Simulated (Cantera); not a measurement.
Cantera run:

```python
import numpy as np
import cantera as ct

gas_names = """
    O2 CL2
""".split()
cond_names = """
    Ca(L) CaCL2(L) CaO(s)
""".split()


# ... load() reads the species with a 1 bar reference pressure and builds the phases ...
species = {s.name: s for s in load("nasa_gas.yaml", gas_names) + load("nasa_condensed.yaml", cond_names)}
T = 1650
g = {n: (s.thermo.h(T) - T * s.thermo.s(T)) / (ct.gas_constant * T * np.log(10)) for n, s in species.items()}
valid = cond_names  # the entries whose range holds T


def stable(la, lb):
    # potentials (over RT ln 10) of the two non-metals from log10 p(O2) and log10 p(CL2) in bar
    mu = {}
    mu["O"] = (g["O2"] + la) / 2
    mu["Cl"] = (g["CL2"] + lb) / 2
    cost = {}
    for n in valid:
        c = species[n].composition
        cost[n] = (g[n] - sum(c.get(e, 0) * m for e, m in mu.items())) / c["Ca"]
    return min(cost, key=cost.get)


results = []
for lb in [1, -1.1, -3.2, -5.2, -7.3, -9.4, -11.5, -13.5, -15.6, -17.7, -19.8, -21.8, -23.9, -26]:
    row = [stable(la, lb) for la in [-26, -24.8, -23.5, -22.3, -21.1, -19.9, -18.6, -17.4, -16.2, -15, -13.7, -12.5, -11.3, -10, -8.8, -7.6, -6.4, -5.1, -3.9, -2.7, -1.5, -0.2, 1]]
    results.append(row)
    print(f"{lb:6.1f}  " + " ".join(f"{valid.index(n):x}" for n in row))
print("key: " + ", ".join(f"{i:x} {n}" for i, n in enumerate(valid)))
```

It prints:

```
   1.0  1 1 1 1 1 1 1 1 1 1 1 1 1 1 1 1 1 1 1 1 1 1 1
  -1.1  1 1 1 1 1 1 1 1 1 1 1 1 1 1 1 1 1 1 1 1 1 1 1
  -3.2  1 1 1 1 1 1 1 1 1 1 1 1 1 1 1 1 1 1 1 1 1 1 2
  -5.2  1 1 1 1 1 1 1 1 1 1 1 1 1 1 1 1 1 1 1 2 2 2 2
  -7.3  1 1 1 1 1 1 1 1 1 1 1 1 1 1 1 2 2 2 2 2 2 2 2
  -9.4  1 1 1 1 1 1 1 1 1 1 1 1 2 2 2 2 2 2 2 2 2 2 2
 -11.5  1 1 1 1 1 1 1 1 2 2 2 2 2 2 2 2 2 2 2 2 2 2 2
 -13.5  1 1 1 1 1 2 2 2 2 2 2 2 2 2 2 2 2 2 2 2 2 2 2
 -15.6  1 1 2 2 2 2 2 2 2 2 2 2 2 2 2 2 2 2 2 2 2 2 2
 -17.7  2 2 2 2 2 2 2 2 2 2 2 2 2 2 2 2 2 2 2 2 2 2 2
 -19.8  2 2 2 2 2 2 2 2 2 2 2 2 2 2 2 2 2 2 2 2 2 2 2
 -21.8  2 2 2 2 2 2 2 2 2 2 2 2 2 2 2 2 2 2 2 2 2 2 2
 -23.9  2 2 2 2 2 2 2 2 2 2 2 2 2 2 2 2 2 2 2 2 2 2 2
 -26.0  2 2 2 2 2 2 2 2 2 2 2 2 2 2 2 2 2 2 2 2 2 2 2
key: 0 Ca(L), 1 CaCL2(L), 2 CaO(s)
```

Cantera with NASA thermochemical tables; ideal gases at 1 bar, condensed phases pure. Not in the tables: oxide halides.
